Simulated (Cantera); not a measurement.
A freely propagating, adiabatic, planar premixed flame of 10.1 % CH3OH, 18.2 % O2, 68.1 % N2, 3.65 % H2O, equivalence ratio 0.84, unburnt at 450 K and 0.310 bar; mixture-averaged transport, grid criteria slope 0.08 and curve 0.16, no radiation.

Cantera simulation using GRI-Mech 3.0 (53 species, 325 reactions); the numbers are that mechanism's predictions, not measurements. GRI-Mech 3.0 was tuned for natural gas; its chemistry of methanol as a main component is partial and can be far from experiment. Burning velocities carry a grid error of a few per cent, more on coarse grids.

### Question
Predict: laminar burning velocity; thermal thickness; peak x(CO); peak x(H).

### Answer
| Quantity | Value |
|---|---|
| laminar burning velocity | 73.1 cm/s |
| thermal thickness | 1.02 mm |
| peak x(CO) | 0.0558 |
| peak x(H) | 0.00809 |
